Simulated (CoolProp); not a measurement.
Vapour pressure (bar) of R245ca: the reference equation beside estimates from Tc = 447.6 K, pc = 39.41 bar, ω = 0.355.

Values from CoolProp's reference Helmholtz-energy equation of state, Zhou 2016.

```json
[
 {"T (K)": "216.7", "reference": "0.008945", "Lee-Kesler": "0.009396", "van der Waals": "0.8778", "Soave-Redlich-Kwong": "0.009698", "Peng-Robinson": "0.01079"},
 {"T (K)": "223.1", "reference": "0.01522", "Lee-Kesler": "0.01573", "van der Waals": "1.073", "Soave-Redlich-Kwong": "0.01619", "Peng-Robinson": "0.01777"},
 {"T (K)": "229.6", "reference": "0.02513", "Lee-Kesler": "0.02564", "van der Waals": "1.300", "Soave-Redlich-Kwong": "0.02632", "Peng-Robinson": "0.02854"},
 {"T (K)": "236.1", "reference": "0.04010", "Lee-Kesler": "0.04051", "van der Waals": "1.560", "Soave-Redlich-Kwong": "0.04146", "Peng-Robinson": "0.04447"},
 {"T (K)": "242.6", "reference": "0.06200", "Lee-Kesler": "0.06220", "van der Waals": "1.855", "Soave-Redlich-Kwong": "0.06346", "Peng-Robinson": "0.06738"},
 {"T (K)": "249.1", "reference": "0.09317", "Lee-Kesler": "0.09300", "van der Waals": "2.187", "Soave-Redlich-Kwong": "0.09461", "Peng-Robinson": "0.09956"},
 {"T (K)": "255.6", "reference": "0.1364", "Lee-Kesler": "0.1357", "van der Waals": "2.559", "Soave-Redlich-Kwong": "0.1377", "Peng-Robinson": "0.1437"},
 {"T (K)": "262.1", "reference": "0.1951", "Lee-Kesler": "0.1937", "van der Waals": "2.971", "Soave-Redlich-Kwong": "0.1960", "Peng-Robinson": "0.2031"},
 {"T (K)": "268.5", "reference": "0.2716", "Lee-Kesler": "0.2695", "van der Waals": "3.420", "Soave-Redlich-Kwong": "0.2720", "Peng-Robinson": "0.2800"},
 {"T (K)": "275", "reference": "0.3727", "Lee-Kesler": "0.3699", "van der Waals": "3.921", "Soave-Redlich-Kwong": "0.3724", "Peng-Robinson": "0.3811"},
 {"T (K)": "281.5", "reference": "0.5023", "Lee-Kesler": "0.4989", "van der Waals": "4.470", "Soave-Redlich-Kwong": "0.5012", "Peng-Robinson": "0.5101"},
 {"T (K)": "288", "reference": "0.6658", "Lee-Kesler": "0.6620", "van der Waals": "5.068", "Soave-Redlich-Kwong": "0.6639", "Peng-Robinson": "0.6725"},
 {"T (K)": "294.5", "reference": "0.8690", "Lee-Kesler": "0.8653", "van der Waals": "5.717", "Soave-Redlich-Kwong": "0.8665", "Peng-Robinson": "0.8740"},
 {"T (K)": "301", "reference": "1.119", "Lee-Kesler": "1.115", "van der Waals": "6.419", "Soave-Redlich-Kwong": "1.116", "Peng-Robinson": "1.121"}
]
```

Absolute difference from the reference over all 14 rows, mean and median: Lee-Kesler 1.2 and 0.7 %, van der Waals 2747.0 and 1599.5 %, Soave-Redlich-Kwong 2.1 and 0.7 %, Peng-Robinson 6.8 and 4.7 %.
